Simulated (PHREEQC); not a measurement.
Consider water at 20 °C with 0.044 mol CdSO4, 4.6e-05 mol NaCl and 4.3e-05 mol FeSO4 per kg of water. It is in equilibrium with CO2 at log p = -2 (atm). Otherwise closed; pH follows from the charge balance.

Model: ion-association model, phreeqc.dat, run in PHREEQC.

Precipitation was switched off in this run.

Order these Cd species by the share of Cd that they hold, largest first: CdSO4, Cd+2, Cd(SO4)2-2.

Cd+2 (51 %), CdSO4 (40 %), Cd(SO4)2-2 (8.7 %)

Order these C species by the share of C that they hold, largest first: HCO3-, CO2, CdHCO3+.

CO2 (94 %), HCO3- (4.4 %), CdHCO3+ (1.2 %)

The pH is 4.94 and the ionic strength 0.0908 mol/kgw.
